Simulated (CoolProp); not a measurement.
Vapour-liquid equilibrium of propane (1) + cyclohexane (2) at 340.9 K; x and y are mole fractions of (1).

Model: multi-fluid Helmholtz-energy mixture model, Lemmon 2009 and Zhou 2014; pair parameters Bell 2016, in CoolProp.

Give the bubble pressure and the first vapour's composition at x = 0.25, 0.45, 0.65. Is there an azeotrope?

x = 0.25: 665.0 kPa, y = 0.905; x = 0.45: 1117 kPa, y = 0.949; x = 0.65: 1550 kPa, y = 0.969. No azeotrope shows between x = 0.05 and 0.95.

The pair parameters rest on a limited set of measurements; away from them the model extrapolates.
